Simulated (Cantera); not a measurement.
**Equilibrium for iron carbonyl, mercury and lead vapours: HgO + H2**

Charge: 1 mol HgO, a varied amount of H2, equilibrated at 848 K and 1.00 bar.

Equilibrium computed with Cantera from the NASA thermochemical tables; the gas is ideal and each condensed phase is pure. Candidate condensed phases: H2O, Hg, HgO; 10 gas species. Kinetics and transport are ignored.

```
n(H2) (mol)    x H2   x Hg  x H2O    x O2     x OH
-----------  ------  -----  -----  ------  -------
0.25         <1e-12  0.615  0.154   0.231  4.41e-9
0.66         <1e-12  0.546  0.361  0.0929  5.37e-9
1.1          0.0476  0.476  0.476  <1e-12   <1e-12
1.5           0.200  0.400  0.400  <1e-12   <1e-12
1.9           0.310  0.345  0.345  <1e-12   <1e-12
2.3           0.394  0.303  0.303  <1e-12   <1e-12
2.7           0.459  0.270  0.270  <1e-12   <1e-12
3.1           0.512  0.244  0.244  <1e-12   <1e-12
3.5           0.556  0.222  0.222  <1e-12   <1e-12
3.9           0.592  0.204  0.204  <1e-12   <1e-12
4.3           0.623  0.189  0.189  <1e-12   <1e-12
4.7           0.649  0.175  0.175  <1e-12   <1e-12
```
x: gas mole fraction; nothing condenses.

From 0.25 mol H2 to 4.7 mol H2 nothing is condensed. The main Hg-bearing gas is Hg throughout.
